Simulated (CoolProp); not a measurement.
Computed with CoolProp (reference Helmholtz-energy equation of state, Rui 2013).

Q: Give the vapour pressure (MPa), liquid density (kg/m³), vapour density (kg/m³), surface tension (mN/m) of saturated R236EA at -8.85, -4.55, 25.85 °C.

A: 
| T (°C) | p (MPa) | liquid density (kg/m³) | vapour density (kg/m³) | surface tension (mN/m) |
|---|---|---|---|---|
| -8.85 | 0.0527 | 1530 | 3.75 | 16.6 |
| -4.55 | 0.0641 | 1520 | 4.51 | 16.0 |
| 25.85 | 0.212 | 1420 | 14.0 | 11.9 |

Surface tension comes from a separate correlation (Mulero 2012).
